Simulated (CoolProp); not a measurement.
Saturation properties of sulfur dioxide (Tc = 430.6 K, pc = 7.887 MPa, ω = 0.256).

Model: reference Helmholtz-energy equation of state, Gao 2016, in CoolProp.

```json
[
 {"T (K)": "329.3", "p (MPa)": "0.9955", "vapour density (kg/m³)": "26.72", "enthalpy of vaporisation (kJ/kg)": "321.5", "liquid cp (kJ/(kg K))": "1.459", "surface tension (mN/m)": "15.7"},
 {"T (K)": "337.8", "p (MPa)": "1.242", "vapour density (kg/m³)": "33.27", "enthalpy of vaporisation (kJ/kg)": "310.8", "liquid cp (kJ/(kg K))": "1.488", "surface tension (mN/m)": "14.1"},
 {"T (K)": "346.4", "p (MPa)": "1.535", "vapour density (kg/m³)": "41.21", "enthalpy of vaporisation (kJ/kg)": "299.1", "liquid cp (kJ/(kg K))": "1.522", "surface tension (mN/m)": "12.4"},
 {"T (K)": "354.9", "p (MPa)": "1.873", "vapour density (kg/m³)": "50.57", "enthalpy of vaporisation (kJ/kg)": "286.8", "liquid cp (kJ/(kg K))": "1.565", "surface tension (mN/m)": "10.9"},
 {"T (K)": "363.5", "p (MPa)": "2.268", "vapour density (kg/m³)": "61.90", "enthalpy of vaporisation (kJ/kg)": "273.4", "liquid cp (kJ/(kg K))": "1.620", "surface tension (mN/m)": "9.27"},
 {"T (K)": "372", "p (MPa)": "2.715", "vapour density (kg/m³)": "75.32", "enthalpy of vaporisation (kJ/kg)": "259.0", "liquid cp (kJ/(kg K))": "1.690", "surface tension (mN/m)": "7.71"},
 {"T (K)": "380.6", "p (MPa)": "3.231", "vapour density (kg/m³)": "91.74", "enthalpy of vaporisation (kJ/kg)": "242.9", "liquid cp (kJ/(kg K))": "1.785", "surface tension (mN/m)": "6.16"},
 {"T (K)": "389.1", "p (MPa)": "3.810", "vapour density (kg/m³)": "111.6", "enthalpy of vaporisation (kJ/kg)": "225.1", "liquid cp (kJ/(kg K))": "1.916", "surface tension (mN/m)": "4.65"},
 {"T (K)": "397.6", "p (MPa)": "4.464", "vapour density (kg/m³)": "136.4", "enthalpy of vaporisation (kJ/kg)": "204.9", "liquid cp (kJ/(kg K))": "2.114", "surface tension (mN/m)": "3.18"},
 {"T (K)": "406.2", "p (MPa)": "5.208", "vapour density (kg/m³)": "168.8", "enthalpy of vaporisation (kJ/kg)": "180.9", "liquid cp (kJ/(kg K))": "2.453", "surface tension (mN/m)": "1.74"}
]
```

It boils at 263.1 K under 1 atm.

Surface tension comes from a separate correlation (Mulero 2012).
